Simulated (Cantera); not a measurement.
A perfectly stirred reactor is fed with 5.46 % CH₄, 0.229 % CO, 11.4 % O₂, 83.0 % N₂, at 750 Torr; it is adiabatic with a 550 K inlet, and is followed from long to short residence time, starting on the burning branch (τ in s: 0.3, 0.1, 0.033, 0.011, 0.0035, 0.0011, 0.00037, 0.00012, 4e-05, 1.3e-05, 4.3e-06).

Model: GRI-Mech 3.0 (53 species, 325 reactions), integrated in Cantera.

x: mole fraction; the columns are a selection and need not sum to one.

```tsv
τ (s)	T (K)	x CH₄	x CO	x O₂	x C₂H	x C₂H₄
0.30	1774	5.33e-6	0.00169	0.00427	3.05e-12	1.96e-9
0.10	1761	1.06e-5	0.00271	0.00498	8.09e-12	5.09e-9
0.033	1740	2.17e-5	0.00416	0.00604	2.00e-11	1.26e-8
0.011	1712	4.52e-5	0.00609	0.00751	4.88e-11	3.16e-8
0.0035	1670	0.000104	0.00876	0.00960	1.33e-10	9.62e-8
0.0011	1612	?	?	?	4.31e-10	?
0.00037	550	0.0546	0.00229	0.114	<1e-12	<1e-12
0.00012	550	0.0546	0.00229	0.114	<1e-12	<1e-12
4.0e-5	550	0.0546	0.00229	0.114	<1e-12	<1e-12
1.3e-5	550	0.0546	0.00229	0.114	<1e-12	<1e-12
4.3e-6	550	0.0546	0.00229	0.114	<1e-12	<1e-12
```

Task: Some entries are withheld; supply them.

Result: 
- 0.0011, x CH₄: 0.000285
- 0.0011, x CO: 0.0129
- 0.0011, x O₂: 0.0129
- 0.0011, x C₂H₄: 4.21e-7
